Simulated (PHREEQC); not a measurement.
**Acid rinse or clean**

Make-up at 25 °C: 0.02 mol/kgw HBr and 0.00033 mol/kgw CuCl2. Closed to the air; pH follows from the charge balance.

Model: ion-association model, wateq4f.dat, run in PHREEQC.

No solid was allowed to form.

### Question
Predict the pH.

### Answer
pH 1.75.
